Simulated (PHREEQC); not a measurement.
1.8 g of hydrous ferric oxide (600 m²/g; 0.2 weak and 0.005 strong sites per Fe, Dzombak-Morel constants, diffuse double layer) in 1 kg of water with 0.1 mol/kgw of an inert sodium salt, at 25 °C; the pH is set by adding NaOH or the inert anion's acid. Oxygen alone is held at its pressure in air (log pO2 = -0.68). CO2 from the air is kept out. Precipitation was switched off in this run.

Base run: PHREEQC, ion-association model, wateq4f.dat. Each further column changes one thing. The table gives surface charge σ (C/m²).

| pH | base | background salt from 0.1 to 0.01 mol/kgw | oxide from 1.8 to 9 g/kgw | 0.0061 mol/kgw CaCl2 added |
|---|---|---|---|---|
| 4 | 0.321 | 0.222 | 0.324 | 0.327 |
| 4.75 | 0.245 | 0.138 | 0.247 | 0.253 |
| 5.12 | 0.201 | 0.105 | 0.203 | 0.209 |
| 5.88 | 0.122 | 0.056 | 0.123 | 0.129 |
| 6.25 | 0.092 | 0.039 | 0.092 | 0.098 |
| 7 | 0.045 | 0.017 | 0.045 | 0.051 |
| 7.75 | 0.013 | 0.005 | 0.013 | 0.021 |
| 8.12 | 0.000 | 0.000 | 0.000 | 0.013 |
| 8.88 | -0.029 | -0.011 | -0.029 | 0.008 |
| 9.25 | -0.046 | -0.018 | -0.047 | 0.007 |
| 10 | -0.094 | -0.041 | -0.094 | 0.007 |
